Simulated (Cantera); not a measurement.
Input: 1 mol FeS, a varied amount of H₂, equilibrated at 1423.15 K and 3.30 bar.

Equilibrium computed with Cantera from the NASA thermochemical tables; the gas is ideal and each condensed phase is pure. Candidate condensed phases: Fe, FeS, FeS₂, S; 8 gas species. Metal and sulfide melt together well below either melting point, which pure phases cannot show. Mutual solubility and eutectic melting of coexisting phases are not modelled. FeS: taken at fixed stoichiometry. Rates play no part.

Q: Which condensed phases are stable at each of these points (n(H₂) (mol)): 20, 35, 49, 63, 78, 92, 110?

A: 
| n(H₂) (mol) | condensed phases | Fe condensed (%) |
|---|---|---|
| 20 | Fe(γ) + FeS(s) | 100.0 |
| 35 | Fe(γ) + FeS(s) | 100.0 |
| 49 | Fe(γ) + FeS(s) | 100.0 |
| 63 | Fe(γ) + FeS(s) | 100.0 |
| 78 | Fe(γ) + FeS(s) | 100.0 |
| 92 | Fe(γ) | 100.0 |
| 110 | Fe(γ) | 100.0 |

From 20 mol H₂ to 78 mol H₂ the condensed part is Fe(γ) + FeS(s). From 92 mol H₂ to 110 mol H₂ the condensed part is Fe(γ).
